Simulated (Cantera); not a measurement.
Input: 1 mol BCl3, 4.2 mol O2, a varied amount of H2, at 1600 K and 0.133 bar.

Method: chemical equilibrium by Gibbs-energy minimisation in Cantera with the NASA 1993 tables (ideal gas, pure condensed phases). Candidate condensed phases: B, B2O3, B3O3H3, H2O; 33 gas species. The tables' values for BOCl are old estimates; treat these amounts as uncertain. Gases not in the tables: H3BO3. The numbers say what is thermodynamically allowed, not how fast it happens.

Q: At 18 mol H2, list the 4 most abundant gas species with their mole fractions, and the condensed phases.

A: H2 0.480, H2O 0.320, HCl 0.150, HBO2 0.0490. Condensed: gas only.
